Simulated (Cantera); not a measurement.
A freely propagating, adiabatic, planar premixed flame of CH4 : C2H6 : O2 : N2 = 1 : 0.19 : 1.78 : 6.68 (molar parts), unburnt at 450 K and 3.30 bar; mixture-averaged transport, grid criteria slope 0.08 and curve 0.16, no radiation.

Cantera simulation using GRI-Mech 3.0 (53 species, 325 reactions); the numbers are that mechanism's predictions, not measurements. Burning velocities carry a grid error of a few per cent, more on coarse grids.

Task: Predict: laminar burning velocity; thermal thickness; peak x(O); peak x(H).

Result: laminar burning velocity: 19.8 cm/s
thermal thickness: 0.350 mm
peak x(O): 3.20e-5
peak x(H): 0.000799
